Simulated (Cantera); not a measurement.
**Hydrocarbon pyrolysis for carbon deposition**

An isothermal, constant-pressure homogeneous reactor starts with C2H6 : N2 = 1 : 84 (molar parts), at 1125 K and 1.80 Torr.

Computed with Cantera and GRI-Mech 3.0 (53 species, 325 reactions). GRI-Mech 3.0 stops at C3 and has no aromatics, soot or wall deposition, so with more carbon than oxygen in the feed, carbon stays in small species such as C2H2 where larger ones or solid carbon would form. Radical loss at walls, strong at low pressure, is not modelled.

```json
[
 {"t (s)": "9.00e-5", "x C2H6": "0.0118", "x HCN": "<1e-12", "x H": "<1e-12", "x C2H": "<1e-12", "x C2H4": "<1e-12"},
 {"t (s)": "0.000196", "x C2H6": "0.0118", "x HCN": "<1e-12", "x H": "1.11e-12", "x C2H": "<1e-12", "x C2H4": "<1e-12"},
 {"t (s)": "0.000429", "x C2H6": "0.0118", "x HCN": "<1e-12", "x H": "3.16e-12", "x C2H": "<1e-12", "x C2H4": "1.32e-12"},
 {"t (s)": "0.000935", "x C2H6": "0.0118", "x HCN": "<1e-12", "x H": "1.43e-11", "x C2H": "<1e-12", "x C2H4": "1.28e-11"},
 {"t (s)": "0.00204", "x C2H6": "0.0118", "x HCN": "<1e-12", "x H": "9.33e-11", "x C2H": "<1e-12", "x C2H4": "1.24e-10"},
 {"t (s)": "0.00445", "x C2H6": "0.0118", "x HCN": "<1e-12", "x H": "6.22e-10", "x C2H": "<1e-12", "x C2H4": "1.21e-9"},
 {"t (s)": "0.00972", "x C2H6": "0.0118", "x HCN": "<1e-12", "x H": "3.66e-9", "x C2H": "<1e-12", "x C2H4": "1.18e-8"},
 {"t (s)": "0.0212", "x C2H6": "0.0118", "x HCN": "<1e-12", "x H": "1.91e-8", "x C2H": "<1e-12", "x C2H4": "1.17e-7"},
 {"t (s)": "0.0463", "x C2H6": "0.0118", "x HCN": "<1e-12", "x H": "9.25e-8", "x C2H": "<1e-12", "x C2H4": "1.16e-6"},
 {"t (s)": "0.101", "x C2H6": "0.0117", "x HCN": "<1e-12", "x H": "3.94e-7", "x C2H": "<1e-12", "x C2H4": "1.10e-5"},
 {"t (s)": "0.220", "x C2H6": "0.0117", "x HCN": "3.60e-11", "x H": "1.10e-6", "x C2H": "<1e-12", "x C2H4": "8.21e-5"},
 {"t (s)": "0.481", "x C2H6": "0.0113", "x HCN": "2.68e-10", "x H": "1.86e-6", "x C2H": "<1e-12", "x C2H4": "0.000386"},
 {"t (s)": "1.05", "x C2H6": "0.0103", "x HCN": "8.08e-10", "x H": "2.62e-6", "x C2H": "2.10e-12", "x C2H4": "0.00131"},
 {"t (s)": "2.29", "x C2H6": "0.00791", "x HCN": "1.55e-9", "x H": "3.27e-6", "x C2H": "7.96e-12", "x C2H4": "0.00341"},
 {"t (s)": "5.00", "x C2H6": "0.00397", "x HCN": "2.32e-9", "x H": "4.11e-6", "x C2H": "2.62e-11", "x C2H4": "0.00651"}
]
```
x: mole fraction; the columns are a selection and need not sum to one.

Equilibrium at this temperature and pressure: C2H6 1.48e-10, HCN 0.0170, H 1.38e-7, C2H 1.48e-12, C2H4 6.83e-6 (gas phase only).
